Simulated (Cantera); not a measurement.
## SiCl4 + HCl + H2 (chlorosilane synthesis and conversion)

A closed system holds: 1 mol SiCl4, 5.2 mol HCl, 1.1 mol H2, equilibrated at 11.0 bar.

Cantera equilibrium calculation (NASA polynomials, part measured and part estimated; ideal gas, pure solids and liquids). Candidate condensed phases: Si; 19 gas species. The tables' values for SiCl3 are old estimates; treat these amounts as uncertain. Rates play no part.

```csv
T (K),log p HCl,log p H2,log p SiCl4,log p SiCl3,log p SiHCl3
500,0.89,0.22,0.18,<-10,-6.29
700,0.89,0.22,0.18,-8.46,-4.19
900,0.89,0.22,0.18,-5.53,-3.04
1100,0.89,0.22,0.18,-3.69,-2.33
1300,0.89,0.22,0.17,-2.43,-1.85
1500,0.90,0.21,0.16,-1.53,-1.52
1700,0.90,0.18,0.11,-0.90,-1.32
```
log p: log10 of the partial pressure in bar; nothing condenses.

From 500 K to 1700 K nothing is condensed. The main Si-bearing gas is SiCl4 throughout.
